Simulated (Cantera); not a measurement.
Input: 1 mol BCl₃, 0.071 mol O₂, 2.7 mol H₂, at 1800 K and 75.0 Torr.

Equilibrium computed with Cantera from the NASA thermochemical tables; the gas is ideal and each condensed phase is pure. Candidate condensed phases: B, B₂O₃, B₃O₃H₃, H₂O; 33 gas species. The tables' values for BOCl, BCl, BCl₂, BH₂ are old estimates; treat these amounts as uncertain. Gases not in the tables: BHCl₂. Rates play no part.

Base state: HCl 0.450, H₂ 0.419, BCl₃ 0.0751, BOCl 0.0157, HBO 0.0140, BCl 0.0109, BCl₂ 0.0107, B₂O₂ 0.00177 (mole fractions); condensed: B(s).

**Question.** What changes in the equilibrium state with this change: H₂ from 2.7 to 97 mol?

**Answer.** 
```json
[
 {"species": "H₂", "before": "0.419", "after": "0.967"},
 {"species": "HCl", "before": "0.450", "after": "0.0298"},
 {"species": "HBO", "before": "0.0140", "after": "0.00135"},
 {"species": "BCl₃", "before": "0.0751", "after": "6.22e-6"},
 {"species": "BCl₂", "before": "0.0107", "after": "2.04e-5"},
 {"species": "BOCl", "before": "0.0157", "after": "4.37e-5"},
 {"species": "BCl", "before": "0.0109", "after": "0.000476"},
 {"species": "B₃O₃Cl₃", "before": "6.40e-5", "after": "<1e-9"},
 {"species": "B₂O₃", "before": "7.57e-5", "after": "1.95e-8"},
 {"species": "B₂O₂", "before": "0.00177", "after": "7.18e-6"},
 {"species": "HBO₂", "before": "7.92e-5", "after": "4.88e-7"},
 {"species": "B(s), mol", "before": "0.458", "after": "0.796"}
]
```
The tables' values for BCl, BH₂, BOCl, BCl₂ are old estimates; treat these amounts as uncertain.

**Question.** What changes in the equilibrium state with this change: temperature from 1800 K to 825 K?

**Answer.** 
```csv
species,before,after
H₂,0.419,0.683
BCl₃,0.0751,0.229
HCl,0.450,0.0759
BCl,0.0109,<1e-9
BOCl,0.0157,2.09e-9
HBO,0.0140,3.81e-9
BCl₂,0.0107,4.29e-9
B₃O₃Cl₃,6.40e-5,0.0126
B₂O₂,0.00177,<1e-9
H,0.000733,<1e-9
"B(s), mol",0.458,0
```
